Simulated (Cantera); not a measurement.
Input (Python, Cantera):

```python
import numpy as np
import cantera as ct

surf = ct.Interface("ptcombust.yaml", "Pt_surf")
gas = surf.adjacent["gas"]
gas.TPX = 550, 101325, {'H2': 0.0064, 'O2': 0.022, 'N2': 0.79}
surf.TP = 550, 101325
reactor = ct.FlowReactor(gas, clone=False)
reactor.area = 0.0001  # m2
reactor.surface_area_to_volume_ratio = 140  # 1/m
reactor.mass_flow_rate = 2.1 * reactor.area * gas.density  # inlet velocity 2.1 m/s
reactor.energy_enabled = False
wall = ct.ReactorSurface(surf, reactor, clone=False)
net = ct.ReactorNet([reactor])
net.rtol, net.atol = 1e-8, 1e-16
show, cover = ['H2', 'O2', 'H2O'], ['PT(S)', 'H(S)', 'O(S)', 'OH(S)', 'CO(S)', 'C(S)']

rows = []
print(f"{'z/m':>9s}{'u/(m/s)':>9s}" + "".join(f"{s:>13s}" for s in show + cover))
for z in [0.00014, 0.00023, 0.00039, 0.00065, 0.0011, 0.0018, 0.003, 0.005, 0.0084, 0.014]:
    net.advance(z)
    rows.append([reactor.speed, *gas[show].X, *surf[cover].coverages])
    print(f"{z:9.4g}{rows[-1][0]:9.3g}" + "".join(f"{x:13.4e}" for x in rows[-1][1:]))
```

It prints:

```
      z/m  u/(m/s)           H2           O2          H2O        PT(S)         H(S)         O(S)        OH(S)        CO(S)         C(S)
  0.00014      2.1   6.9817e-03   2.6472e-02   8.4172e-04   4.1045e-01   2.9741e-07   5.6712e-01   2.2358e-02   4.1246e-25   4.5980e-29
  0.00023      2.1   6.5263e-03   2.6250e-02   1.2989e-03   3.8693e-01   2.5259e-07   5.9042e-01   2.2569e-02   4.4759e-25  -3.0041e-29
  0.00039      2.1   5.8412e-03   2.5915e-02   1.9867e-03   3.5078e-01   1.9435e-07   6.2632e-01   2.2804e-02   3.9950e-25   1.0034e-28
  0.00065      2.1   4.9786e-03   2.5494e-02   2.8527e-03   3.0392e-01   1.3474e-07   6.7310e-01   2.2886e-02   9.4450e-25   7.6180e-29
   0.0011      2.1   3.9494e-03   2.4991e-02   3.8859e-03   2.4594e-01   8.0705e-08   7.3145e-01   2.2512e-02  -1.5475e-23  -6.7498e-28
   0.0018     2.09   2.9732e-03   2.4514e-02   4.8660e-03   1.8875e-01   4.3993e-08   7.8973e-01   2.1435e-02  -1.3942e-24  -1.3255e-28
    0.003     2.09   2.0760e-03   2.4076e-02   5.7667e-03   1.3419e-01   2.0910e-08   8.4626e-01   1.9482e-02  -4.0475e-24  -4.5603e-28
    0.005     2.09   1.3734e-03   2.3733e-02   6.4720e-03   9.0064e-02   9.0964e-09   8.9298e-01   1.6909e-02  -2.1369e-23  -2.2351e-27
   0.0084     2.09   8.6777e-04   2.3486e-02   6.9797e-03   5.7503e-02   3.6823e-09   9.2838e-01   1.4079e-02   9.2093e-25   8.2633e-29
    0.014     2.09   5.3838e-04   2.3325e-02   7.3103e-03   3.5924e-02   1.4642e-09   9.5262e-01   1.1430e-02  -7.5892e-24  -1.6474e-28
```

Model: Deutschmann's 1995 Pt surface mechanism with GRI-Mech 3.0 gas chemistry, integrated in Cantera. Catalytic surfaces can have several steady states; this one follows from the mechanism file's or the stated starting coverage. Mass transfer to the wall is taken as infinitely fast.
